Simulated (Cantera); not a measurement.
An isothermal, constant-pressure homogeneous reactor starts with NO : N2 = 1 : 0.11 (molar parts), at 1825 K and 0.0250 bar. Integrator tolerance rtol = 1e-08.

Computed with Cantera and GRI-Mech 3.0 (53 species, 325 reactions). Radical loss at walls, strong at low pressure, is not modelled.

**Question.** What does this change do: temperature 1825 to 1500 K?

**Answer.** 
```
quantity                                             before                                     after
----------------  -----------------------------------------  ----------------------------------------
x(NO) at 20.0 s       0.621 (gas-phase equilibrium 0.00552)     0.893 (gas-phase equilibrium 0.00150)
x(N2) at 20.0 s         0.239 (gas-phase equilibrium 0.547)       0.103 (gas-phase equilibrium 0.549)
x(O2) at 20.0 s         0.139 (gas-phase equilibrium 0.447)     0.00356 (gas-phase equilibrium 0.450)
x(N2O) at 20.0 s   0.000111 (gas-phase equilibrium 4.16e-8)  0.000247 (gas-phase equilibrium 1.22e-8)
x(NO2) at 20.0 s   0.000183 (gas-phase equilibrium 3.03e-6)  0.000113 (gas-phase equilibrium 1.85e-6)
x(O) at 20.0 s    0.000394 (gas-phase equilibrium 0.000654)   3.17e-6 (gas-phase equilibrium 1.73e-5)
```

**Question.** What does this change do: N2 0.11 to 0.58 parts?

**Answer.** 
```
quantity                                             before                                      after
----------------  -----------------------------------------  -----------------------------------------
x(NO) at 20.0 s       0.621 (gas-phase equilibrium 0.00552)      0.478 (gas-phase equilibrium 0.00515)
x(N2) at 20.0 s         0.239 (gas-phase equilibrium 0.547)        0.444 (gas-phase equilibrium 0.681)
x(O2) at 20.0 s         0.139 (gas-phase equilibrium 0.447)       0.0769 (gas-phase equilibrium 0.314)
x(N2O) at 20.0 s   0.000111 (gas-phase equilibrium 4.16e-8)    7.14e-5 (gas-phase equilibrium 4.34e-8)
x(NO2) at 20.0 s   0.000183 (gas-phase equilibrium 3.03e-6)   0.000105 (gas-phase equilibrium 2.37e-6)
x(O) at 20.0 s    0.000394 (gas-phase equilibrium 0.000654)  0.000298 (gas-phase equilibrium 0.000547)
```
